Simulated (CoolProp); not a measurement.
Model: reference Helmholtz-energy equation of state, Thol 2019, in CoolProp.

**Question.** Give the vapour pressure (kPa), vapour density (kg/m³), enthalpy of vaporisation (kJ/kg), vapour viscosity (µPa s) of saturated n-pentane at 304.6, 353.2 K.

**Answer.** 
| T (K) | p (kPa) | vapour density (kg/m³) | enthalpy of vaporisation (kJ/kg) | vapour viscosity (µPa s) |
|---|---|---|---|---|
| 304.6 | 86.3 | 2.56 | 361 | 6.81 |
| 353.2 | 369 | 10.2 | 318 | 7.68 |

Viscosity comes from a separate model (Quiñones-Cisneros 2006), older than the equation that it now runs on, and unchecked against measurements.
